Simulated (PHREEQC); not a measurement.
Solution A (17 mmol/kgw H2SO4, 67 mmol/kgw K2SO4 and 1 mmol/kgw MgCl2) is mixed with solution B (0.0064 mol/kgw LiCl and 0.25 mol/kgw CaCl2) at 50 °C; shares are by mass of water, 1 kg in all. The system is closed to CO2. Only these solids could form: Arcanite, Bischofite, Brucite, Carnallite, Epsomite, Gypsum, Anhydrite, Hexahydrite, Kainite, Kieserite, Leonite, Misenite, Polyhalite, Portlandite, Schoenite, Sylvite, Syngenite, MgCl2_4H2O.

The numbers come from PHREEQC with the Pitzer model, pitzer.dat.

Question: Predict pH at share of solution B = 0.9, 1.

Answer: 
```csv
share of solution B,pH
0.9,2.62
1,6.44
```

Away from 25 °C the constants follow the database's enthalpies or fits; those with neither stay at their 25 °C values.
